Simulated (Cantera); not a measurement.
SiH₄ + O₃ (silicon oxide and oxynitride deposition)

Input: 1 mol SiH₄, a varied amount of O₃, held at 652 °C and 18.0 Pa.

Method: chemical equilibrium by Gibbs-energy minimisation in Cantera with the NASA 1993 tables (ideal gas, pure condensed phases). Candidate condensed phases: H₂O, Si, SiO₂; 18 gas species. The numbers say what is thermodynamically allowed, not how fast it happens.

From 0.23 mol O₃ to 0.61 mol O₃ the condensed part is Si(s) + SiO₂(β-quartz). From 0.73 mol O₃ to 1.7 mol O₃ the condensed part is SiO₂(β-quartz).

| n(O₃) (mol) | log p H₂ | log p H₂O | log p O₂ | log p OH | log p SiO | log p H | n Si(s) | n SiO₂(β-quartz) |
|---|---|---|---|---|---|---|---|---|
| 0.23 | -3.74 | -13.63 | <-15 | <-15 | -10.76 | -11.46 | 0.655 | 0.345 |
| 0.35 | -3.74 | -13.63 | <-15 | <-15 | -10.76 | -11.46 | 0.475 | 0.525 |
| 0.48 | -3.74 | -13.63 | <-15 | <-15 | -10.76 | -11.46 | 0.280 | 0.720 |
| 0.61 | -3.74 | -13.63 | <-15 | <-15 | -10.76 | -11.46 | 0.0850 | 0.915 |
| 0.73 | -3.79 | -4.77 | <-15 | -15.38 | <-15 | -11.48 | 0 | 1.00 |
| 0.86 | -3.89 | -4.28 | <-15 | -14.85 | <-15 | -11.53 | 0 | 1.00 |
| 0.99 | -4.03 | -4.06 | <-15 | -14.55 | <-15 | -11.60 | 0 | 1.00 |
| 1.1 | -4.20 | -3.93 | <-15 | -14.34 | <-15 | -11.68 | 0 | 1.00 |
| 1.2 | -4.44 | -3.84 | <-15 | -14.13 | <-15 | -11.81 | 0 | 1.00 |
| 1.4 | -12.34 | -3.77 | -5.07 | -10.11 | <-15 | <-15 | 0 | 1.00 |
| 1.5 | -12.55 | -3.80 | -4.70 | -10.03 | <-15 | <-15 | 0 | 1.00 |
| 1.6 | -12.67 | -3.82 | -4.52 | -10.00 | <-15 | <-15 | 0 | 1.00 |
| 1.7 | -12.75 | -3.85 | -4.41 | -9.99 | <-15 | <-15 | 0 | 1.00 |
log p: log10 of the partial pressure in bar; n: condensed amount in mol.
